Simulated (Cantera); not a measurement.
Charge: 1 mol TiO₂, 0.64 mol MgO, 0.14 mol O₂, equilibrated at 750 K and 17.3 Torr.

These are equilibrium values from Cantera (NASA tables, ideal gas, pure condensed phases), not measurements of a reactor. Candidate condensed phases: Mg, MgO, MgTiO₃, MgTi₂O₅, Mg₂TiO₄, Ti, TiO, TiO₂, Ti₂O₃, Ti₃O₅, Ti₄O₇; 9 gas species. Condensed phases not in the tables: alloys, solid solutions and most ternary compounds. Rates play no part.

Task: What is the equilibrium state?

Result: x(O₂): 1.00
n(MgTiO₃(s)): 0.640 mol
n(TiO₂(rutile)): 0.360 mol
gas amount: 0.1400 mol
log10 activity of Mg₂TiO₄(s) (absent): -1.68
log10 activity of Ti₄O₇(s) (absent): -19.96
log10 activity of Ti₃O₅(s) (absent): -20.39
